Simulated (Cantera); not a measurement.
Input (Python, Cantera):

```python
import numpy as np
import cantera as ct

gas = ct.Solution("gri30.yaml")
gas.TPX = 1998, 13332, {'NO': 1, 'N2': 0.62}
reactor = ct.IdealGasConstPressureReactor(gas, energy="off", clone=False)
net = ct.ReactorNet([reactor])
net.rtol, net.atol = 1e-08, 1e-18
show = ['NO', 'O', 'NO2', 'O2', 'N2O', 'N2']
times = np.geomspace(4e-06, 200, 15)

steps = ct.SolutionArray(gas, extra=["t"])
rows = []
print(f"{'t/s':>10s}{'T/K':>9s}{'P/Pa':>11s}" + "".join(f"{s:>11s}" for s in show))
for t in times:
    while net.time < t:
        t_next = net.step()
        steps.append(gas.state, t=t_next)
    rows.append([np.interp(t, steps.t, y) for y in (steps.T, steps.P, *steps(*show).X.T)])
    print(f"{t:10.3e}{rows[-1][0]:9.1f}{rows[-1][1]:11.4g}" + "".join(f"{x:11.3e}" for x in rows[-1][2:]))
rate = np.gradient(steps.T, steps.t)
print("integrator steps:", len(steps.t))
if steps.T.max() > steps.T[0] + 200:
    print(f"time of steepest temperature rise: {steps.t[rate.argmax()]:.4e} s")
gas.TPX = 1998, 13332, {'NO': 1, 'N2': 0.62}
gas.equilibrate("TP")
print(f"equilibrium (TP): T = {gas.T:.1f} K  " + "  ".join(f"{s} {gas[s].X[0]:.3e}" for s in show))
```

It prints:

```
       t/s      T/K       P/Pa         NO          O        NO2         O2        N2O         N2
 4.000e-06   1998.0  1.333e+04  6.173e-01  2.324e-07  4.346e-10  5.746e-11  2.325e-07  3.827e-01
 1.419e-05   1998.0  1.333e+04  6.173e-01  8.218e-07  5.417e-09  7.213e-10  8.234e-07  3.827e-01
 5.034e-05   1998.0  1.333e+04  6.173e-01  2.885e-06  6.603e-08  9.021e-09  2.904e-06  3.827e-01
 1.786e-04   1998.0  1.333e+04  6.173e-01  9.930e-06  7.477e-07  1.125e-07  1.009e-05  3.827e-01
 6.335e-04   1998.0  1.333e+04  6.172e-01  3.332e-05  6.764e-06  1.479e-06  3.327e-05  3.827e-01
 2.247e-03   1998.0  1.333e+04  6.170e-01  1.109e-04  3.679e-05  2.622e-05  9.176e-05  3.828e-01
 7.973e-03   1998.0  1.333e+04  6.160e-01  2.106e-04  7.309e-05  3.756e-04  1.550e-04  3.832e-01
 2.828e-02   1998.0  1.333e+04  6.127e-01  2.302e-04  8.099e-05  2.035e-03  1.609e-04  3.848e-01
 1.003e-01   1998.0  1.333e+04  6.005e-01  2.710e-04  9.884e-05  8.054e-03  1.521e-04  3.909e-01
 3.560e-01   1998.0  1.333e+04  5.566e-01  3.816e-04  1.409e-04  2.994e-02  1.252e-04  4.128e-01
 1.263e+00   1998.0  1.333e+04  4.110e-01  6.143e-04  1.814e-04  1.025e-01  6.284e-05  4.856e-01
 4.480e+00   1998.0  1.333e+04  1.349e-01  8.982e-04  9.095e-05  2.405e-01  6.276e-06  6.236e-01
 1.589e+01   1998.0  1.333e+04  1.651e-02  9.944e-04  1.244e-05  2.997e-01  2.283e-07  6.828e-01
 5.638e+01   1998.0  1.333e+04  8.607e-03  1.000e-03  6.530e-06  3.037e-01  1.647e-07  6.867e-01
 2.000e+02   1998.0  1.333e+04  8.585e-03  1.000e-03  6.513e-06  3.037e-01  1.646e-07  6.867e-01
integrator steps: 1105
equilibrium (TP): T = 1998.0 K  NO 8.585e-03  O 1.000e-03  NO2 6.513e-06  O2 3.037e-01  N2O 1.646e-07  N2 6.867e-01
```

Detailed kinetics in Cantera: GRI-Mech 3.0 (53 species, 325 reactions).
